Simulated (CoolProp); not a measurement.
Saturation properties of R1132(E).

The numbers come from the reference Helmholtz-energy equation of state, Akasaka 2024 in CoolProp.

```
T (K)  p (bar)  enthalpy of vaporisation (kJ/kg)  liquid cp (kJ/(kg K))
-----  -------  --------------------------------  ---------------------
254.5    4.362                             273.6                  1.685
258.5    5.032                             269.0                  1.695
262.5    5.777                             264.3                  1.706
266.6    6.623                             259.4                  1.720
270.6    7.535                             254.4                  1.736
274.6    8.537                             249.3                  1.753
278.6    9.635                             243.9                  1.773
282.6    10.84                             238.4                  1.796
286.7    12.18                             232.5                  1.822
290.7    13.60                             226.5                  1.852
294.7    15.14                             220.3                  1.886
298.7    16.81                             213.7                  1.926
302.7    18.61                             206.8                  1.971
```
